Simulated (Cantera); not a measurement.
Source: NASA polynomial tables (part measured, part estimated), evaluated in Cantera. Values are per mole of reaction as written; species without (g) are pure solids or liquids, kept so even where they would boil at 1 bar.

Q: Between 300 and 1325 K, where is each reaction favourable under standard conditions?
- 2 NO(g) + B2O2(g) → 4 O(g) + 2 BN

A: 
- 2 NO(g) + B2O2(g) → 4 O(g) + 2 BN: ΔG° is 765 kJ at 300 K and 737 kJ at 1325 K; it stays positive (K < 1). ΔH° is 792 kJ and ΔS° 41 J/K at 1325 K.
